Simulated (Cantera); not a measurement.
A closed system holds: 1 mol Si2Cl6, 0.43 mol Cl2, 250 mol H2, held at 7300 Pa.

Equilibrium computed with Cantera from the NASA thermochemical tables; the gas is ideal and each condensed phase is pure. Candidate condensed phases: Si; 19 gas species. The feed counts by its element totals alone. The tables' values for SiCl3 are old estimates; treat these amounts as uncertain. Kinetics and transport are ignored. All values below are at 1277 °C.

Base state: H2 0.975, HCl 0.0233, SiCl2 0.00185, H 0.000115, SiCl3 2.15e-5 (mole fractions); condensed: Si(s).

Task: What changes in the equilibrium state with this change: Si2Cl6 replaced by SiCl4?

Result: 
```csv
species,before,after
H2,0.975,0.982
HCl,0.0233,0.0172
SiCl2,0.00185,0.00100
SiCl3,2.15e-5,8.60e-6
H,0.000115,0.000115
"Si(s), mol",1.52,0.742
```
